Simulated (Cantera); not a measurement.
What does this Cantera script print?

```python
import numpy as np
import cantera as ct

surf = ct.Interface("ptcombust.yaml", "Pt_surf")
gas = surf.adjacent["gas"]
gas.TPX = 300, 6900, {'CH4': 0.047, 'O2': 0.063, 'N2': 0.79}
jet = ct.ImpingingJet(gas=gas, width=0.069, surface=surf)
jet.inlet.mdot, jet.inlet.T, jet.inlet.X = 0.036, 300, {'CH4': 0.047, 'O2': 0.063, 'N2': 0.79}
jet.set_refine_criteria(ratio=10, slope=0.2, curve=0.3)
show, cover = ['CH4', 'O2', 'H2O', 'OH', 'CO', 'CO2'], ["PT(S)", "H(S)", "O(S)", "OH(S)", "CO(S)", "C(S)"]

rows = []
print(f"{'Ts/K':>7s}" + "".join(f"{s:>11s}" for s in show + cover) + "   (gas at the wall, coverages)")
for i, Ts in enumerate([900, 950, 1000, 1050, 1100]):
    jet.surface.T = Ts
    if i == 0:
        surf.TP = Ts, 6900
        surf.coverages = "PT(S):0.5, O(S):0.5"
        surf.advance_coverages(1.0)
        jet.set_initial_guess(products="inlet")
    jet.solve(loglevel=0, auto=(i == 0))
    rows.append([*(jet.X[gas.species_index(s), -1] for s in show), *surf[cover].coverages])
    print(f"{Ts:7g}" + "".join(f"{x:11.3e}" for x in rows[-1]))
```

Output:

```
   Ts/K        CH4         O2        H2O         OH         CO        CO2      PT(S)       H(S)       O(S)      OH(S)      CO(S)       C(S)   (gas at the wall, coverages)
    900  8.702e-03  3.200e-03  7.574e-02  2.353e-11  4.533e-02  2.327e-04  5.084e-01  1.045e-03  3.473e-07  1.706e-06  2.731e-01  2.174e-01
    950  5.263e-03  2.029e-03  7.420e-02  7.799e-11  4.874e-02  4.038e-04  6.635e-01  1.588e-03  3.941e-07  1.843e-06  2.012e-01  1.337e-01
   1000  3.469e-03  1.419e-03  7.277e-02  3.246e-10  4.988e-02  1.238e-03  8.194e-01  1.661e-03  9.106e-07  2.718e-06  1.383e-01  4.062e-02
   1050  2.867e-03  1.224e-03  7.109e-02  1.234e-09  4.901e-02  2.973e-03  9.068e-01  1.538e-03  2.106e-06  3.698e-06  7.915e-02  1.249e-02
   1100  2.652e-03  1.169e-03  6.890e-02  4.081e-09  4.697e-02  5.595e-03  9.517e-01  1.393e-03  4.300e-06  4.596e-06  4.247e-02  4.463e-03
```

Cantera simulation using Deutschmann's 1995 Pt surface mechanism with GRI-Mech 3.0 gas chemistry; the numbers are that mechanism's predictions, not measurements. Catalytic surfaces can have several steady states; this one follows from the mechanism file's or the stated starting coverage.
